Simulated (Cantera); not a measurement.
Input: 1 mol borazine, 66 mol H₂, at 1.33 mbar.

These are equilibrium values from Cantera (NASA tables, ideal gas, pure condensed phases), not measurements of a reactor. Candidate condensed phases: B, BN; 15 gas species. The feed counts by its element totals alone. Mutual solubility and eutectic melting of coexisting phases are not modelled. Rates play no part.

Task: Which condensed phases are stable at each of these points (T (K)): 1198, 1273, 1348, 1423, 1498, 1573, 1648, 1723, 1798, 1873?

Result: 
| T (K) | condensed phases | B condensed (%) |
|---|---|---|
| 1198 | BN(s) | 100.0 |
| 1273 | BN(s) | 100.0 |
| 1348 | BN(s) | 100.0 |
| 1423 | BN(s) | 100.0 |
| 1498 | BN(s) | 100.0 |
| 1573 | B(s) + BN(s) | 100.0 |
| 1648 | B(s) + BN(s) | 99.9 |
| 1723 | B(s) + BN(s) | 99.8 |
| 1798 | B(s) + BN(s) | 99.7 |
| 1873 | B(s) + BN(s) | 99.5 |

From 1198 K to 1498 K the condensed part is BN(s). From 1573 K to 1873 K the condensed part is B(s) + BN(s).
